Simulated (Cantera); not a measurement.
An isothermal, constant-pressure homogeneous reactor starts with C2H6 : N2 = 1 : 1.3 (molar parts), at 1875 K and 4800 Pa.

Detailed kinetics in Cantera: GRI-Mech 3.0 (53 species, 325 reactions). GRI-Mech 3.0 stops at C3 and has no aromatics, soot or wall deposition, so with more carbon than oxygen in the feed, carbon stays in small species such as C2H2 where larger ones or solid carbon would form. Radical loss at walls, strong at low pressure, is not modelled.

Question: Predict: x(C2H6) at 40.0 s; x(C2H) at 40.0 s; x(H2) at 40.0 s; x(C2H4) at 40.0 s; x(HCN) at 40.0 s.

Answer: 
```json
{
  "x(C2H6) at 40.0 s": "1.42e-9 (gas-phase equilibrium 1.04e-9)",
  "x(C2H) at 40.0 s": "1.22e-5 (gas-phase equilibrium 8.82e-6)",
  "x(H2) at 40.0 s": "0.463 (gas-phase equilibrium 0.463)",
  "x(C2H4) at 40.0 s": "7.29e-5 (gas-phase equilibrium 5.27e-5)",
  "x(HCN) at 40.0 s": "0.000168 (gas-phase equilibrium 0.129)"
}
```
